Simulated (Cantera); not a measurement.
What does this Cantera script print?

```python
import numpy as np
import cantera as ct

gas = ct.Solution("gri30.yaml")
gas.TPX = 475, 66000, {'H2': 1, 'O2': 0.625, 'N2': 2.35, 'NO': 0.015}
inlet = ct.Reservoir(gas, clone=True)
gas.equilibrate("HP")  # start burning
reactor = ct.IdealGasConstPressureReactor(gas, energy="on", clone=False)
exhaust = ct.Reservoir(gas, clone=True)
tau = [0.41, 0.13, 0.042, 0.013, 0.0042, 0.0013, 0.00042, 0.00013, 4.2e-05][0]
for a, b in ((inlet, reactor), (reactor, exhaust)):
    ct.MassFlowController(a, b, mdot=lambda t: reactor.mass / tau)
net = ct.ReactorNet([reactor])
show = ['H2', 'O2', 'NO', 'N2', 'NO2', 'N2O', 'H']

rows = []
print(f"{'tau/s':>10s}{'T/K':>9s}" + "".join(f"{s:>11s}" for s in show))
for tau in [0.41, 0.13, 0.042, 0.013, 0.0042, 0.0013, 0.00042, 0.00013, 4.2e-05]:
    net.initial_time = 0.0
    net.advance(30 * tau)
    before = gas.X
    net.advance(40 * tau)
    drift = np.max(np.abs(gas.X - before) / (gas.X + 1e-9))
    rows.append([gas.T, *gas[show].X, drift])
    print(f"{tau:10.3e}{gas.T:9.1f}" + "".join(f"{x:11.3e}" for x in gas[show].X))
```

Result:

```
     tau/s      T/K         H2         O2         NO         N2        NO2        N2O          H
 4.100e-01   2276.7  3.490e-03  3.449e-02  5.318e-03  6.696e-01  1.986e-06  2.315e-07  6.518e-04
 1.300e-01   2274.1  3.712e-03  3.468e-02  4.992e-03  6.696e-01  1.826e-06  2.295e-07  7.168e-04
 4.200e-02   2265.4  4.366e-03  3.495e-02  4.647e-03  6.693e-01  1.591e-06  2.248e-07  9.201e-04
 1.300e-02   2238.2  6.274e-03  3.544e-02  4.408e-03  6.679e-01  1.242e-06  2.070e-07  1.626e-03
 4.200e-03   2176.2  1.037e-02  3.660e-02  4.274e-03  6.647e-01  8.499e-07  1.693e-07  3.719e-03
 1.300e-03   2058.8  1.709e-02  3.911e-02  4.202e-03  6.585e-01  5.769e-07  1.328e-07  9.127e-03
 4.200e-04   1891.7  2.450e-02  4.300e-02  4.157e-03  6.496e-01  4.637e-07  1.143e-07  1.923e-02
 1.300e-04   1673.9  3.195e-02  4.895e-02  4.086e-03  6.383e-01  4.294e-07  1.094e-07  3.511e-02
 4.200e-05   1430.4  4.680e-02  6.062e-02  4.000e-03  6.263e-01  4.250e-07  1.188e-07  5.042e-02
```

Computed with Cantera and GRI-Mech 3.0 (53 species, 325 reactions). The mechanism lacks 2 NO + O2 → 2 NO2 and HONO, so NO2 and the effect of NO are under-described below about 1400 K.
